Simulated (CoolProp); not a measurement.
Computed with CoolProp (reference Helmholtz-energy equation of state, Lemmon 2005).

**Question.** For R125, give the phase and the density (kg/m³), cp (kJ/(kg K)), cv (kJ/(kg K)), conductivity (mW/(m K)) at 340 K and 722 kPa; 380 K and 722 kPa.

**Answer.** 
- 340 K and 722 kPa: gas; density 33.0, cp 0.899, cv 0.800, conductivity 17.5
- 380 K and 722 kPa: gas; density 28.8, cp 0.937, cv 0.849, conductivity 20.7

Thermal conductivity comes from a separate model (Perkins 2006).
